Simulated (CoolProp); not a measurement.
Vapour-liquid equilibrium of propane (1) + dimethyl ether (2) at 0.0875 bar; x and y are mole fractions of (1).

Model: multi-fluid Helmholtz-energy mixture model, Lemmon 2009 and Wu 2011; pair parameters Bell 2016, in CoolProp.

```tsv
x	bubble temperature, mixture model (°C)	bubble temperature, Raoult's law (°C)	y, mixture model	y, Raoult's law
0.05	-73.3	-70.8	0.274	0.133
0.15	-78.0	-73.2	0.530	0.346
0.25	-80.5	-75.3	0.644	0.506
0.35	-82.0	-77.2	0.709	0.628
0.45	-83.0	-78.9	0.753	0.723
0.55	-83.8	-80.4	0.788	0.799
0.65	-84.4	-81.8	0.821	0.860
0.75	-84.9	-83.1	0.857	0.910
0.85	-85.3	-84.2	0.901	0.951
0.95	-85.7	-85.3	0.961	0.985
```

The largest gap from Raoult's law is -5.2 K in bubble temperature, at x = 0.25. No azeotrope shows between x = 0.05 and 0.95.

Pair parameters are fitted to limited data, so mixtures are less certain than the pure fluids.
